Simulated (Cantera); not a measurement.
Cantera run, input and output.

```python
import numpy as np
import cantera as ct

gas = ct.Solution("gri30.yaml")
gas.TPX = 1200, 65000, {'CH4': 1, 'O2': 0.87, 'N2': 3.27}
reactor = ct.IdealGasReactor(gas, energy="on", clone=False)
net = ct.ReactorNet([reactor])
net.rtol, net.atol = 1e-08, 1e-16
show = ['CH4', 'O2', 'OH', 'NO2', 'O', 'C2H4']
times = np.geomspace(4e-06, 0.3, 13)

steps = ct.SolutionArray(gas, extra=["t"])
rows = []
print(f"{'t/s':>10s}{'T/K':>9s}{'P/Pa':>11s}" + "".join(f"{s:>11s}" for s in show))
for t in times:
    while net.time < t:
        t_next = net.step()
        steps.append(gas.state, t=t_next)
    rows.append([np.interp(t, steps.t, y) for y in (steps.T, steps.P, *steps(*show).X.T)])
    print(f"{t:10.3e}{rows[-1][0]:9.1f}{rows[-1][1]:11.4g}" + "".join(f"{x:11.3e}" for x in rows[-1][2:]))
rate = np.gradient(steps.T, steps.t)
print("integrator steps:", len(steps.t))
if steps.T.max() > steps.T[0] + 200:
    print(f"time of steepest temperature rise: {steps.t[rate.argmax()]:.4e} s")
gas.TPX = 1200, 65000, {'CH4': 1, 'O2': 0.87, 'N2': 3.27}
gas.equilibrate("UV")
print(f"equilibrium (UV): T = {gas.T:.1f} K  " + "  ".join(f"{s} {gas[s].X[0]:.3e}" for s in show))
```

It prints:

```
       t/s      T/K       P/Pa        CH4         O2         OH        NO2          O       C2H4
 4.000e-06   1200.0    6.5e+04  1.946e-01  1.693e-01  3.071e-12  5.544e-30  2.523e-12  4.884e-18
 1.019e-05   1200.0    6.5e+04  1.946e-01  1.693e-01  4.727e-12  1.747e-28  3.203e-12  1.623e-16
 2.598e-05   1200.0    6.5e+04  1.946e-01  1.693e-01  9.113e-12  4.311e-27  4.714e-12  4.362e-15
 6.620e-05   1200.0    6.5e+04  1.946e-01  1.693e-01  2.283e-11  1.116e-25  8.736e-12  9.623e-14
 1.687e-04   1200.0    6.5e+04  1.946e-01  1.693e-01  7.189e-11  3.340e-24  2.024e-11  1.935e-12
 4.299e-04   1200.0    6.5e+04  1.946e-01  1.693e-01  2.629e-10  1.208e-22  5.949e-11  4.438e-11
 1.095e-03   1200.0    6.5e+04  1.945e-01  1.693e-01  9.636e-10  4.848e-21  2.280e-10  1.447e-09
 2.792e-03   1200.0    6.5e+04  1.945e-01  1.693e-01  2.468e-09  1.411e-19  7.258e-10  4.801e-08
 7.114e-03   1200.3  6.502e+04  1.945e-01  1.692e-01  3.473e-09  2.442e-18  1.048e-09  4.694e-07
 1.813e-02   1201.3  6.507e+04  1.943e-01  1.691e-01  5.422e-09  4.370e-17  1.498e-09  2.556e-06
 4.620e-02   1206.8  6.537e+04  1.932e-01  1.684e-01  1.550e-08  1.659e-15  3.695e-09  2.258e-05
 1.177e-01   2387.3  1.582e+05  1.713e-10  1.787e-06  4.941e-04  2.564e-10  8.663e-06  1.037e-16
 3.000e-01   2387.6  1.582e+05  1.683e-10  1.793e-06  4.948e-04  1.643e-10  8.685e-06  1.017e-16
integrator steps: 2452
time of steepest temperature rise: 9.8128e-02 s
equilibrium (UV): T = 2387.6 K  CH4 1.902e-10  O2 1.793e-06  OH 4.948e-04  NO2 1.643e-10  O 8.685e-06  C2H4 1.140e-16
```

Computed with Cantera and GRI-Mech 3.0 (53 species, 325 reactions).
